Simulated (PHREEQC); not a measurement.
# Leach liquor: speciation

Dissolve 0.0019 mol H2SO4, 0.0059 mol LiCl and 0.14 mol MnSO4 per kg of water at 20 °C. Closed to the air; pH follows from the charge balance.

The numbers come from PHREEQC with the ion-association model, phreeqc.dat.

Each row changes one thing in this solution. No solid was allowed to form.

| case | pH | ionic strength (mol/kgw) | Mn+2 (mol/kgw) | SO4-2 (mol/kgw) | MnSO4 (mol/kgw) | HSO4- (mol/kgw) |
|---|---|---|---|---|---|---|
| as made | 2.97 | 0.313 | 0.0765 | 0.0760 | 0.0630 | 0.00243 |
| LiCl left out | 2.97 | 0.306 | 0.0763 | 0.0758 | 0.0637 | 0.00243 |
| H2SO4 left out | 6.41 | 0.311 | 0.0762 | 0.0762 | 0.0633 | 8.81e-7 |
| temperature from 20 to 80 °C | 3.36 | 0.227 | 0.0555 | 0.0542 | 0.0841 | 0.00323 |
| diluted 10-fold with water | 3.64 | 0.0408 | 0.00997 | 0.0100 | 0.00401 | 0.000117 |

Away from 25 °C the constants follow the database's enthalpies or fits; those with neither stay at their 25 °C values.
